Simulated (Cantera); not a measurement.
What does this Cantera script print?

```python
import numpy as np
import cantera as ct

gas = ct.Solution("gri30.yaml")
gas.TPX = 775, 26000, {'CH4': 1, 'O2': 1.82, 'N2': 6.84, 'H2O': 0.23}
inlet = ct.Reservoir(gas, clone=True)
gas.equilibrate("HP")  # start burning
reactor = ct.IdealGasConstPressureReactor(gas, energy="on", clone=False)
exhaust = ct.Reservoir(gas, clone=True)
tau = [0.048, 0.015, 0.0048, 0.0015, 0.00048, 0.00015, 4.8e-05, 1.5e-05, 4.9e-06][0]
for a, b in ((inlet, reactor), (reactor, exhaust)):
    ct.MassFlowController(a, b, mdot=lambda t: reactor.mass / tau)
net = ct.ReactorNet([reactor])
show = ['CH4', 'O2', 'H2O', 'H', 'O', 'NO2']

rows = []
print(f"{'tau/s':>10s}{'T/K':>9s}" + "".join(f"{s:>11s}" for s in show))
for tau in [0.048, 0.015, 0.0048, 0.0015, 0.00048, 0.00015, 4.8e-05, 1.5e-05, 4.9e-06]:
    net.initial_time = 0.0
    net.advance(30 * tau)
    before = gas.X
    net.advance(40 * tau)
    drift = np.max(np.abs(gas.X - before) / (gas.X + 1e-9))
    rows.append([gas.T, *gas[show].X, drift])
    print(f"{tau:10.3e}{gas.T:9.1f}" + "".join(f"{x:11.3e}" for x in gas[show].X))
```

Output:

```
     tau/s      T/K        CH4         O2        H2O          H          O        NO2
 4.800e-02   2326.1  7.164e-06  7.371e-03  1.913e-01  5.418e-03  1.737e-03  8.220e-08
 1.500e-02   2266.0  1.792e-05  9.799e-03  1.862e-01  7.715e-03  2.588e-03  3.360e-08
 4.800e-03   2187.3  4.508e-05  1.270e-02  1.799e-01  1.115e-02  3.776e-03  1.175e-08
 1.500e-03   2109.0  1.271e-04  1.572e-02  1.741e-01  1.476e-02  4.903e-03  4.742e-09
 4.800e-04   2046.0  3.986e-04  1.947e-02  1.703e-01  1.658e-02  5.326e-03  2.637e-09
 1.500e-04   1961.9  1.750e-03  2.990e-02  1.669e-01  1.402e-02  4.043e-03  1.866e-09
 4.800e-05    775.0  1.011e-01  1.840e-01  2.326e-02  2.141e-20  4.662e-20  7.230e-22
 1.500e-05    775.0  1.011e-01  1.840e-01  2.326e-02  7.646e-21  7.982e-21  4.564e-25
 4.900e-06    775.0  1.011e-01  1.840e-01  2.326e-02  2.942e-21  1.101e-21 -1.149e-28
```

Cantera simulation using GRI-Mech 3.0 (53 species, 325 reactions); the numbers are that mechanism's predictions, not measurements.
